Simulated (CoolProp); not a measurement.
A simple Rankine cycle with n-pentane: condensing at 307.15 K, boiler at 2.52 MPa, turbine inlet 455.8 K, turbine efficiency 0.9, pump efficiency 0.7, no recuperator. Each further row changes one setting.

Model: reference Helmholtz-energy equation of state, Thol 2019, in CoolProp.

```json
[
 {"case": "as stated", "thermal efficiency (%)": "19.3", "net work (kJ/kg)": "112", "heat in (kJ/kg)": "581", "turbine exit temperature (K)": "365.8", "volume ratio over the turbine": "35.6"},
 {"case": "turbine inlet 475.8 K", "thermal efficiency (%)": "19.2", "net work (kJ/kg)": "124", "heat in (kJ/kg)": "646", "turbine exit temperature (K)": "391.9", "volume ratio over the turbine": "31.4"},
 {"case": "condensing temperature 299.15 K", "thermal efficiency (%)": "20.4", "net work (kJ/kg)": "122", "heat in (kJ/kg)": "599", "turbine exit temperature (K)": "360.1", "volume ratio over the turbine": "46.9"},
 {"case": "boiler pressure 1.76 MPa", "thermal efficiency (%)": "17.9", "net work (kJ/kg)": "110", "heat in (kJ/kg)": "618", "turbine exit temperature (K)": "384.8", "volume ratio over the turbine": "20.3"},
 {"case": "turbine efficiency 0.8", "thermal efficiency (%)": "17.0", "net work (kJ/kg)": "99.0", "heat in (kJ/kg)": "581", "turbine exit temperature (K)": "372.3", "volume ratio over the turbine": "36.3"}
]
```
